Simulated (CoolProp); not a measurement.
Vapour-liquid equilibrium of R114 (1) + n-hexane (2) at 61.65 °C; x and y are mole fractions of (1).

The numbers come from the multi-fluid Helmholtz-energy mixture model, Platzer 1990 and Thol 2019; pair parameters Bell 2016 in CoolProp. This equation is an older, rougher fit; its heat capacities, sound speeds and derivatives of the liquid may be far off and weren't checked against measurements.

```
x     bubble pressure (MPa)  y at the bubble point  dew pressure at overall composition x (MPa)  liquid density (mol/L)
----  ---------------------  ---------------------  -------------------------------------------  ----------------------
0.05                 0.1208                  0.352                                      0.08474                   7.228
0.15                 0.1926                  0.622                                      0.09408                   7.288
0.25                 0.2547                  0.735                                       0.1057                   7.347
0.35                 0.3089                  0.800                                       0.1204                   7.405
0.45                 0.3573                  0.844                                       0.1399                   7.463
0.55                 0.4020                  0.878                                       0.1666                   7.521
0.65                 0.4449                  0.906                                       0.2053                   7.579
0.75                 0.4876                  0.932                                       0.2654                   7.638
0.85                 0.5317                  0.958                                       0.3647                   7.699
0.95                 0.5789                  0.985                                       0.5175                   7.763
```

No azeotrope shows between x = 0.05 and 0.95.

Pair parameters are fitted to limited data, so mixtures are less certain than the pure fluids.
